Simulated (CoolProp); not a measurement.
Vapour-liquid equilibrium of R245fa (1) + isopentane (2) at 722 kPa; x and y are mole fractions of (1).

The numbers come from the multi-fluid Helmholtz-energy mixture model, Akasaka 2015 and Lemmon 2006; pair parameters Bell 2016 in CoolProp.

```csv
x,"bubble temperature, mixture model (°C)","bubble temperature, Raoult's law (°C)","y, mixture model","y, Raoult's law"
0.05,92.9,98.3,0.161,0.084
0.2,79.7,93.7,0.439,0.304
0.35,73.8,89.6,0.566,0.483
0.5,71.2,86.1,0.635,0.634
0.65,70.2,82.9,0.687,0.763
0.8,70.4,80.0,0.751,0.873
0.95,73.6,77.3,0.898,0.970
```

The largest gap from Raoult's law is -15.8 K in bubble temperature, at x = 0.35. y crosses x between x = 0.65 and 0.8: the model has an azeotrope there.

Pair parameters are fitted to limited data, so mixtures are less certain than the pure fluids.
